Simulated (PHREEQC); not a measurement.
Make-up at 88 °C: 0.062 mol BaCl2 per kg of water. Closed to the air; pH follows from the charge balance.

Equilibrium calculation in PHREEQC: ion-association model, phreeqc.dat.

| Property | Result |
|---|---|
| ionic strength | 0.186 mol/kgw |
| specific conductance | 33100 µS/cm |
| density | 0.978 g/cm³ |

```tsv
species	molality	activity	log γ
Cl-	0.124	0.0856	-0.161
Ba+2	0.0620	0.0154	-0.605
H+	8.25e-7	6.43e-7	-0.108
OH-	8.24e-7	5.63e-7	-0.166
BaOH+	1.13e-9	8.09e-10	-0.145
```

Precipitation was switched off in this run. Species that the database lacks are ignored. Away from 25 °C the constants follow the database's enthalpies or fits; those with neither stay at their 25 °C values.
